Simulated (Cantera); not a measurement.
Input (Python, Cantera) and output of one run.

```python
import numpy as np
import cantera as ct

gas_names = """
    F HF
""".split()
cond_names = """
    Sr(a) Sr(b) Sr(L) SrO2H2(s) SrO2H2(L) SrO(s) SrO(L)
""".split()


def load(file, names, dense=False):
    # The tables refer to 1 bar. Condensed volumes are neglected.
    table = {s.name: s for s in ct.Species.list_from_file(file)}
    out = []
    for n in names:
        d = dict(table[n].input_data)
        d["thermo"] = dict(d["thermo"], **{"reference-pressure": 1e5})
        if dense:
            d["equation-of-state"] = {"model": "constant-volume", "density": "1e6 g/cm^3"}
        out.append(ct.Species.from_dict(d))
    return out


species = {s.name: s for s in load("nasa_gas.yaml", gas_names) + load("nasa_condensed.yaml", cond_names)}
# Each term lists the table entries of one substance; the one whose range holds T is used.
reactions = {
    'Sr + Sr(OH)2 + 2 F(g) = 2 SrO + 2 HF(g)':
        [(-1, ['Sr(a)', 'Sr(b)', 'Sr(L)']), (-1, ['SrO2H2(s)', 'SrO2H2(L)']), (-2, ['F']), (2, ['SrO(s)', 'SrO(L)']), (2, ['HF'])],
}


def pick(names, T):
    return next(species[n] for n in names if species[n].thermo.min_temp <= T <= species[n].thermo.max_temp)


results = []
for label, terms in reactions.items():
    print(label)
    print("     T/K   dH/kJ  dS/(J/K)   dG/kJ   log10 K")
    for T in [300, 1473, 1523, 1573, 1623, 1673, 1723, 1773, 1823, 1873, 1923]:
        used = [(nu, pick(names, T)) for nu, names in terms]
        dH = sum(nu * s.thermo.h(T) for nu, s in used) / 1e6
        dS = sum(nu * s.thermo.s(T) for nu, s in used) / 1e3
        dG = dH - T * dS / 1e3
        logK = -dG * 1e6 / (ct.gas_constant * T * np.log(10))
        results.append((label, T, dH, dS, dG, logK, [s.name for _, s in used]))
        print(f"{T:8g} {dH:8.1f} {dS:8.1f} {dG:8.1f} {logK:8.2f}")
```

Output:

```
Sr + Sr(OH)2 + 2 F(g) = 2 SrO + 2 HF(g)
     T/K   dH/kJ  dS/(J/K)   dG/kJ   log10 K
     300   -919.1    -10.9   -915.8   159.45
    1473   -999.5    -99.9   -852.3    30.22
    1523  -1002.1   -101.7   -847.3    29.06
    1573  -1004.7   -103.3   -842.1    27.96
    1623  -1007.2   -104.9   -836.9    26.94
    1673  -1009.7   -106.4   -831.6    25.97
    1723  -1012.1   -107.8   -826.3    25.05
    1773  -1014.5   -109.2   -820.9    24.18
    1823  -1016.8   -110.5   -815.4    23.36
    1873  -1019.0   -111.7   -809.8    22.58
    1923  -1021.2   -112.9   -804.2    21.84
```

Standard-state values (1 bar) from the NASA 1993 polynomials, evaluated with Cantera. Condensed species are held in their standard states even where they would react or evaporate.
